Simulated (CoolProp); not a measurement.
Vapour-liquid equilibrium of CH2F2 (R32) (1) + R227EA (2) at 297.3 K; x and y are mole fractions of (1).

Model: multi-fluid Helmholtz-energy mixture model, Tillner-Roth 1997 and Lemmon 2016; pair parameters Bell 2016, in CoolProp.

### Question
Give the bubble pressure and the first vapour's composition at x = 0.2, 0.65, 0.95. Is there an azeotrope?

### Answer
x = 0.2: 0.7019 MPa, y = 0.450; x = 0.65: 1.260 MPa, y = 0.828; x = 0.95: 1.595 MPa, y = 0.975. No azeotrope shows between x = 0.05 and 0.95.

Pair parameters are fitted to limited data, so mixtures are less certain than the pure fluids.
